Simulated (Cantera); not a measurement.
A closed system holds: 1 mol BCl3, 3.2 mol H2O, 5.8 mol H2, equilibrated at 0.160 bar.

Cantera equilibrium calculation (NASA polynomials, part measured and part estimated; ideal gas, pure solids and liquids). Candidate condensed phases: B, B2O3, B3O3H3, H2O; 33 gas species. Gases not in the tables: H3BO3. Kinetics and transport are ignored.

Question: At 1048 K, list the 5 most abundant gas species with their mole fractions, and the condensed phases.

Answer: H2 0.553, HCl 0.286, H2O 0.161, (HBO2)3 0.000571, HBO2 6.85e-5. Condensed: B2O3(l).
